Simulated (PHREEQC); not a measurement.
Make-up at 20 °C: 0.015 mol HF, 0.00063 mol KF, 9.3e-05 mol H2SO4 and 0.00026 mol Cu(NO3)2 per kg of water. It is in equilibrium with CO2 at log p = -3.4 (atm). Otherwise closed; pH follows from the charge balance.

Equilibrium calculation in PHREEQC: ion-association model, phreeqc.dat.

This is a speciation only: nothing precipitates in the calculation.

Predict the pH.

pH 2.55.

In which forms is Cu present?

Cu+2 95 %, CuF+ 4.2 %, CuSO4 0.8 % of the Cu.
